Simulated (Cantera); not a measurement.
Gas-phase reforming

An isothermal, constant-pressure homogeneous reactor starts with CH₄ : H₂O = 1 : 0.86 (molar parts), at 1950 K and 5.00 bar.

Detailed kinetics in Cantera: GRI-Mech 3.0 (53 species, 325 reactions).

| t (s) | x CH₄ | x H₂O | x CH₂ | x CH₃ | x C₂H₆ | x H |
|---|---|---|---|---|---|---|
| 2.00e-5 | 0.407 | 0.434 | 6.11e-6 | 0.00705 | 0.00488 | 0.000129 |
| 8.13e-5 | 0.235 | 0.372 | 3.22e-6 | 0.00351 | 0.00112 | 0.000233 |
| 0.000330 | 0.104 | 0.319 | 1.89e-6 | 0.00150 | 0.000192 | 0.000318 |
| 0.00134 | 0.0423 | 0.266 | 1.18e-6 | 0.000607 | 3.19e-5 | 0.000376 |
| 0.00546 | 0.0277 | 0.184 | 6.69e-7 | 0.000375 | 1.31e-5 | 0.000405 |
| 0.0222 | 0.0186 | 0.0869 | 2.83e-7 | 0.000234 | 5.63e-6 | 0.000426 |
| 0.0902 | 0.0113 | 0.0240 | 1.18e-7 | 0.000136 | 2.16e-6 | 0.000440 |
| 0.366 | 0.00826 | 0.00193 | 7.46e-8 | 9.82e-5 | 1.20e-6 | 0.000445 |
| 1.49 | 0.00798 | 2.07e-5 | 7.12e-8 | 9.47e-5 | 1.12e-6 | 0.000445 |
| 6.05 | 0.00798 | 2.02e-5 | 7.12e-8 | 9.47e-5 | 1.12e-6 | 0.000445 |
| 24.6 | 0.00798 | 2.02e-5 | 7.12e-8 | 9.47e-5 | 1.12e-6 | 0.000445 |
| 100 | 0.00798 | 2.02e-5 | 7.12e-8 | 9.47e-5 | 1.12e-6 | 0.000445 |
x: mole fraction; the columns are a selection and need not sum to one.

Equilibrium at this temperature and pressure: CH₄ 0.00798, H₂O 2.06e-5, CH₂ 7.12e-8, CH₃ 9.47e-5, C₂H₆ 1.12e-6, H 0.000445 (gas phase only).
